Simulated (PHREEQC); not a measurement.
A solution holds 0.036 mol KOH, 0.00074 mol H4SiO4 and 0.0052 mol Na2CO3 per kg of water, at 25 °C. Closed to the air; pH follows from the charge balance.

Model: ion-association model, wateq4f.dat, run in PHREEQC.

```csv
quantity,before,after
pH,12.45,10.54
ionic strength (mol/kgw),0.0509,0.111
```

Question: Which change was made?
A. Na2CO3 from 0.0052 to 0.0078 mol/kgw
B. H4SiO4 left out
C. Na2CO3 from 0.0052 to 0.00104 mol/kgw
D. KOH replaced by K2SO4 at the same molality
E. Na2CO3 left out

Answer: D, KOH replaced by K2SO4 at the same molality

No solid was allowed to form.
